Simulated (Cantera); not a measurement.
**Ammonia decomposition in nitride growth gas**

A perfectly stirred reactor is fed with NH3 : N2 = 1 : 0.25 (molar parts), at 10.00 Torr; it is held at 1823 K, and followed from long to short residence time.

Detailed kinetics in Cantera: the gas-phase N/H chemistry of the illustrative SiF4/NH3 mechanism in the Surface Chemkin manual (1991). Walls and surfaces, which speed up NH3 decomposition in real reactors, are not modelled.

```csv
τ (s),x NH3,x NH,x N2H2,x N,x H,x N2,x N2H4
16,0.220,5.18e-6,1.05e-6,4.15e-7,0.000216,0.297,2.13e-9
5.9,0.386,6.29e-6,2.32e-6,3.99e-7,0.000132,0.269,4.79e-9
2.1,0.570,6.79e-6,4.18e-6,3.27e-7,6.64e-5,0.238,8.54e-9
0.78,0.695,6.36e-6,5.70e-6,2.08e-7,2.98e-5,0.217,1.20e-8
0.28,0.760,5.20e-6,6.34e-6,8.99e-8,1.16e-5,0.206,1.45e-8
0.10,0.787,3.94e-6,5.82e-6,2.81e-8,3.97e-6,0.202,1.44e-8
0.038,0.796,2.73e-6,4.02e-6,7.24e-9,1.17e-6,0.200,1.05e-8
0.014,0.799,1.20e-6,1.31e-6,1.16e-9,2.52e-7,0.200,3.61e-9
0.0050,0.800,2.52e-7,1.75e-7,2.05e-10,9.79e-8,0.200,5.42e-10
```
x: mole fraction; the columns are a selection and need not sum to one.
